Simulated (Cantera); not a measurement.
A closed system holds: 1 mol MgO, 1.4 mol CO, at 2125 °C.

These are equilibrium values from Cantera (NASA tables, ideal gas, pure condensed phases), not measurements of a reactor. Candidate condensed phases: C, Mg, MgCO3, MgO; 15 gas species. Rates play no part.

Question: Which condensed phases are stable at each of these points (P (Pa)): 10, 36, 130, 460, 1700, 6000, 22000, 77000, 280000, 1000000?

Answer: 
| P (Pa) | condensed phases | Mg condensed (%) |
|---|---|---|
| 10 | gas only | 0.0 |
| 36 | gas only | 0.0 |
| 130 | gas only | 0.0 |
| 460 | MgO(s) | 61.8 |
| 1700 | MgO(s) | 81.6 |
| 6000 | MgO(s) | 90.3 |
| 22000 | MgO(s) | 94.9 |
| 77000 | MgO(s) | 97.3 |
| 280000 | MgO(s) | 98.6 |
| 1000000 | MgO(s) | 99.3 |

From 0.000100 bar to 0.00130 bar nothing is condensed. From 0.00460 bar to 10.0 bar the condensed part is MgO(s).
